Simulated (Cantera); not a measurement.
Charge: 1 mol SF6, 0.71 mol O2, 14 mol H2, at 2023.15 K and 35.0 bar.

Equilibrium computed with Cantera from the NASA thermochemical tables; the gas is ideal and each condensed phase is pure. Candidate condensed phases: H2O, H2SO4, S; 43 gas species. The ideal-gas law is rough above about 30 bar. Equilibrium is a limit: real reactors are often held back by kinetics, nucleation or transport.

Base state: H2 0.507, HF 0.352, H2O 0.0833, H2S 0.0547, SH 0.00176, S2 0.00108, H 0.000229, H2F2 3.33e-5 (mole fractions); condensed: gas only.

Problem. What changes in the equilibrium state with this change: temperature from 2023.15 K to 2825 K?

Solution. 
```csv
species,before,after
H2,0.507,0.512
HF,0.352,0.345
H2O,0.0833,0.0798
H2S,0.0547,0.0282
SH,0.00176,0.0143
H,0.000229,0.0108
F,7.17e-8,3.22e-5
OH,3.92e-6,0.000484
S,2.06e-5,0.00191
```

Problem. What changes in the equilibrium state with this change: SF6 replaced by SO2?

Solution. 
```json
[
 {"species": "H2", "before": "0.507", "after": "0.686"},
 {"species": "H2O", "before": "0.0833", "after": "0.244"},
 {"species": "H2S", "before": "0.0547", "after": "0.0675"},
 {"species": "HF", "before": "0.352", "after": "0"},
 {"species": "H2F2", "before": "3.33e-5", "after": "0"},
 {"species": "SO2", "before": "5.94e-6", "after": "2.53e-5"},
 {"species": "SO", "before": "1.93e-5", "after": "3.79e-5"},
 {"species": "S2", "before": "0.00108", "after": "0.000900"}
]
```
